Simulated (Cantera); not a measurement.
Input (Python, Cantera) and output of one run.

```python
import numpy as np
import cantera as ct

gas_names = """
    CL CL2 H HCL H2 Si SiCL SiCL2 SiCL3 SiCL4 SiH SiHCL3 SiH2 SiH2CL2 SiH3 SiH3CL SiH4 Si2 Si3
""".split()
cond_names = """
    Si(cr) Si(L)
""".split()


def load(file, names, dense=False):
    # The tables refer to 1 bar. Condensed volumes are neglected.
    table = {s.name: s for s in ct.Species.list_from_file(file)}
    out = []
    for n in names:
        d = dict(table[n].input_data)
        d["thermo"] = dict(d["thermo"], **{"reference-pressure": 1e5})
        if dense:
            d["equation-of-state"] = {"model": "constant-volume", "density": "1e6 g/cm^3"}
        out.append(ct.Species.from_dict(d))
    return out


gas = ct.Solution(thermo="ideal-gas", species=load("nasa_gas.yaml", gas_names))
cond = {s.name: ct.Solution(thermo="fixed-stoichiometry", species=[s], name=s.name)
        for s in load("nasa_condensed.yaml", cond_names, dense=True)}
atoms = {
    'Si': {'Si': 1},
    'HCl': {'H': 1, 'CL': 1},
}
top_T = {}  # K; cautious upper limits of use, not melting points


def equilibrate(T, P, feed):
    n = {}
    for name, mol in feed.items():
        for a, k in atoms[name].items():
            n[a] = n.get(a, 0.0) + k * mol
    gas.TPX = T, P, n
    mass = sum(n.values()) * gas.mean_molecular_weight
    gas.equilibrate("TP")
    valid = [c for c in cond.values() if c.min_temp <= T <= top_T.get(c.name, c.max_temp)]
    mix = ct.Mixture([(gas, mass / gas.mean_molecular_weight)] + [(c, 0.0) for c in valid])
    mix.T, mix.P = T, P
    mix.equilibrate("TP", solver="vcs", rtol=1e-11, max_steps=5000)
    return mix


results = []
feed = {'Si': 1, 'HCl': 26}  # mol
T = 1573.15  # K
for P in [1, 4.2, 18, 75, 320, 1300, 5600, 24000, 100000]:
    mix = equilibrate(T, P, feed)
    results.append((T, P, feed, dict(zip(mix.species_names, mix.species_moles))))

top = {s: max(r[3][s] / sum(r[3][g] for g in gas_names) for r in results) for s in gas_names}
cols = sorted((s for s in top if top[s] > 1e-06), key=lambda s: -top[s])[:5]
seen = [c for c in cond_names if any(r[3].get(c, 0) > 1e-12 for r in results)]
print("log10 of partial pressures in bar; condensed amounts in mol")
print(f"{'P/Pa':>10s}" + "".join(f"{s[:9]:>10s}" for s in cols + seen))
for T, P, feed, n in results:
    ng = sum(n[g] for g in gas_names)
    print(f"{P:10.4g}" + "".join(f"{np.log10(max(n[s] / ng * P / 1e5, 1e-99)):10.3f}" for s in cols)
          + "".join(f"{n.get(c, 0):10.4g}" for c in seen))
```

Output:

```
log10 of partial pressures in bar; condensed amounts in mol
      P/Pa       HCL        H2        CL     SiCL2     SiCL4
         1    -5.062    -6.257    -6.424    -6.432    -9.477
       4.2    -4.426    -5.692    -6.071    -5.816    -8.154
        18    -3.788    -5.087    -5.734    -5.207    -6.873
        75    -3.166    -4.458    -5.427    -4.644    -5.694
       320    -2.537    -3.781    -5.137    -4.136    -4.606
      1300    -1.932    -3.105    -4.869    -3.745    -3.680
      5600    -1.302    -2.411    -4.586    -3.473    -2.843
   2.4e+04    -0.673    -1.745    -4.290    -3.329    -2.107
     1e+05    -0.054    -1.110    -3.989    -3.266    -1.441
```

Equilibrium computed with Cantera from the NASA thermochemical tables; the gas is ideal and each condensed phase is pure. The tables' values for SiCl3, SiCl are old estimates; treat these amounts as uncertain.
